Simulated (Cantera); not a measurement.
## Transport properties of process gases

Gas mixture: 24.5 % H₂, 75.5 % C₂H₆, at 0.135 Torr, frozen composition.

Cantera's kinetic-theory transport with the Lennard-Jones parameters of GRI-Mech 3.0, ideal gas; thermal conductivity in the multicomponent form. The composition is frozen, though it would react at the higher temperatures.

```tsv
T (K)	ρ (kg/m³)	cp (J/kg/K)	μ (µPa s)	λ (mW/m/K)	Pr	D (cm²/s) CO₂	D (cm²/s) N₂	D (cm²/s) CH₃
400	0.000126	2429	12.7	55.4	0.556	1310	1750	1880
500	0.000100	2839	15.4	74.1	0.589	1990	2600	2810
600	8.37e-5	3218	17.9	93.8	0.613	2770	3570	3880
700	7.18e-5	3547	20.1	114	0.629	3650	4660	5070
800	6.28e-5	3827	22.3	134	0.639	4610	5850	6390
900	5.58e-5	4071	24.3	153	0.646	5670	7150	7820
1000	5.02e-5	4311	26.2	173	0.653	6800	8540	9360
1100	4.57e-5	4507	28.1	193	0.656	8010	10000	11000
1200	4.19e-5	4681	29.8	212	0.659	9300	11600	12700
```
D: mixture-averaged diffusion coefficient of that species in the mixture.
